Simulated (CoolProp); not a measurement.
n-butane along the isotherm 207.25 °C: density (kg/m³) from the reference equation and from simpler models built on Tc = 152.0 °C, pc = 3796 kPa, ω = 0.201; each cubic takes its own stable root.

Computed with CoolProp (reference Helmholtz-energy equation of state, Bücker 2006).

| p (kPa) | phase | reference | ideal gas | van der Waals | Redlich-Kwong | Soave-Redlich-Kwong | Peng-Robinson |
|---|---|---|---|---|---|---|---|
| 407 | gas | 6.068 | 5.922 | 6.068 | 6.080 | 6.071 | 6.093 |
| 813 | gas | 12.43 | 11.83 | 12.44 | 12.48 | 12.44 | 12.54 |
| 1220 | gas | 19.18 | 17.75 | 19.19 | 19.29 | 19.19 | 19.41 |
| 1630 | gas | 26.39 | 23.72 | 26.42 | 26.59 | 26.39 | 26.80 |
| 2030 | gas | 33.88 | 29.54 | 33.96 | 34.20 | 33.86 | 34.52 |
| 2440 | gas | 42.12 | 35.51 | 42.29 | 42.60 | 42.04 | 43.03 |
| 2850 | gas | 51.02 | 41.47 | 51.36 | 51.69 | 50.82 | 52.24 |
| 3250 | gas | 60.45 | 47.29 | 61.10 | 61.36 | 60.05 | 61.99 |
| 3660 | gas | 71.03 | 53.26 | 72.27 | 72.26 | 70.30 | 72.88 |
| 4070 | supercritical | 82.70 | 59.22 | 85.00 | 84.35 | 81.47 | 84.83 |
| 4470 | supercritical | 95.35 | 65.04 | 99.50 | 97.55 | 93.39 | 97.64 |
| 4880 | supercritical | 109.8 | 71.01 | 117.3 | 112.8 | 106.8 | 112.1 |
| 5290 | supercritical | 126.1 | 76.98 | 138.7 | 129.9 | 121.4 | 127.9 |
| 5690 | supercritical | 143.8 | 82.80 | 161.9 | 148.4 | 136.8 | 144.6 |
